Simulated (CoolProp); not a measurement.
Vapour-liquid equilibrium of methanol (1) + m-xylene (2) at 432.7 K; x and y are mole fractions of (1).

Values from CoolProp's multi-fluid Helmholtz-energy mixture model, de Reuck 1993 and Zhou 2012; pair parameters Bell 2016.

| x | bubble pressure, mixture model (kPa) | bubble pressure, Raoult's law (kPa) | y, mixture model | y, Raoult's law |
|---|---|---|---|---|
| 0.05 | 413.0 | 248.9 | 0.575 | 0.350 |
| 0.15 | 746.8 | 406.1 | 0.761 | 0.643 |
| 0.25 | 950.6 | 563.2 | 0.813 | 0.773 |
| 0.35 | [?] | 720.3 | 0.838 | 0.846 |
| 0.45 | 1182 | 877.4 | [?] | 0.893 |
| 0.55 | 1269 | 1035 | 0.872 | 0.926 |
| 0.65 | [?] | 1192 | 0.890 | 0.950 |
| 0.75 | 1453 | 1349 | 0.912 | 0.968 |
| 0.85 | 1560 | 1506 | 0.941 | 0.983 |
| 0.95 | 1679 | 1663 | 0.978 | 0.995 |

**Question.** Fill in the missing entries.

**Answer.** 
- 0.35, bubble pressure, mixture model (kPa): 1084
- 0.45, y, mixture model: 0.856
- 0.65, bubble pressure, mixture model (kPa): 1357

The largest gap from Raoult's law is +83.9 % in bubble pressure, at x = 0.15. No azeotrope shows between x = 0.05 and 0.95.

The pair parameters rest on a limited set of measurements; away from them the model extrapolates. With so large a gap from Raoult's law the liquid may split in two, which this calculation doesn't test in full.
